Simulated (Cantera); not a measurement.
A perfectly stirred reactor is fed with 0.872 % H₂, 99.1 % O₂, equivalence ratio 0.0044, at 1300 Pa; it is held at 1325 K, and followed from long to short residence time.

Detailed kinetics in Cantera: GRI-Mech 3.0 (53 species, 325 reactions). Radical loss at walls, strong at low pressure, is not modelled.

One state of this run: x H₂ = 0.000491; x O₂ = 0.984; x H₂O₂ = 1.85e-8; x H = 0.000311; x HO₂ = 5.83e-7; x O = 0.00670; x H₂O = 0.00743. x: mole fraction; the columns are a selection and need not sum to one.

**Question.** Which value of τ (s) does it belong to?
A. 0.43
B. 0.98
C. 0.035
D. 0.015

**Answer.** D, 0.015
